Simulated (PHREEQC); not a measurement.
Make-up at 25 °C: 0.028 mol/kgw TMAH and 0.00023 mol/kgw Na2SiO3. Closed to the air; pH follows from the charge balance.

All values are PHREEQC results (ion-association model, phreeqc.dat), not measurements.

This is a speciation only: nothing precipitates in the calculation.

Q: Estimate the pH.

A: pH 12.37.

Q: In which forms is Si present?

A: H3SiO4- 80 %, H2SiO4-2 20 % of the Si.

(CH3)4N+ isn't in the database: it is added as a free cation with an ion size of 4 Å.
